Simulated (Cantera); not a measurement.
## Thermodynamics of iron carbonyl, mercury and lead vapours, feed PbO + H₂

Feed: 1 mol PbO, 0.69 mol H₂, equilibrated at 6450 Torr.

Equilibrium computed with Cantera from the NASA thermochemical tables; the gas is ideal and each condensed phase is pure. Candidate condensed phases: H₂O, Pb, PbO, PbO₂, Pb₃O₄; 12 gas species. Each liquid is taken as pure. Mutual solubility and eutectic melting of coexisting phases are not modelled. Gases not in the tables: (PbO)n polymers. Equilibrium is a limit: real reactors are often held back by kinetics, nucleation or transport.

From 1373 K to 1673 K the condensed part is Pb(l) + PbO(l).

| T (K) | x H₂O | x Pb | x PbO | x H₂ | x OH | x Pb₂ | x O₂ | x H | n Pb(l) | n PbO(l) |
|---|---|---|---|---|---|---|---|---|---|---|
| 1373 | 0.998 | 0.000746 | 0.000173 | 0.000658 | 7.89e-7 | 1.29e-7 | 2.35e-8 | 2.91e-8 | 0.689 | 0.310 |
| 1398 | 0.998 | 0.000991 | 0.000253 | 0.000726 | 1.18e-6 | 2.06e-7 | 4.21e-8 | 4.35e-8 | 0.689 | 0.310 |
| 1423 | 0.998 | 0.00130 | 0.000363 | 0.000800 | 1.73e-6 | 3.25e-7 | 7.39e-8 | 6.41e-8 | 0.689 | 0.310 |
| 1448 | 0.997 | 0.00170 | 0.000516 | 0.000879 | 2.52e-6 | 5.04e-7 | 1.27e-7 | 9.32e-8 | 0.688 | 0.310 |
| 1473 | 0.996 | 0.00219 | 0.000723 | 0.000962 | 3.60e-6 | 7.70e-7 | 2.14e-7 | 1.34e-7 | 0.688 | 0.310 |
| 1498 | 0.995 | 0.00280 | 0.00100 | 0.00105 | 5.10e-6 | 1.16e-6 | 3.53e-7 | 1.90e-7 | 0.687 | 0.310 |
| 1523 | 0.994 | 0.00355 | 0.00137 | 0.00115 | 7.13e-6 | 1.72e-6 | 5.74e-7 | 2.67e-7 | 0.687 | 0.310 |
| 1548 | 0.992 | 0.00447 | 0.00185 | 0.00125 | 9.86e-6 | 2.52e-6 | 9.16e-7 | 3.71e-7 | 0.686 | 0.310 |
| 1573 | 0.991 | 0.00558 | 0.00248 | 0.00135 | 1.35e-5 | 3.64e-6 | 1.44e-6 | 5.10e-7 | 0.685 | 0.309 |
| 1598 | 0.988 | 0.00693 | 0.00329 | 0.00146 | 1.83e-5 | 5.20e-6 | 2.23e-6 | 6.94e-7 | 0.684 | 0.309 |
| 1623 | 0.986 | 0.00853 | 0.00432 | 0.00158 | 2.45e-5 | 7.34e-6 | 3.40e-6 | 9.36e-7 | 0.683 | 0.308 |
| 1648 | 0.982 | 0.0104 | 0.00562 | 0.00170 | 3.25e-5 | 1.03e-5 | 5.12e-6 | 1.25e-6 | 0.681 | 0.307 |
| 1673 | 0.978 | 0.0127 | 0.00725 | 0.00183 | 4.28e-5 | 1.42e-5 | 7.60e-6 | 1.66e-6 | 0.680 | 0.306 |
x: gas mole fraction; n: condensed amount in mol.
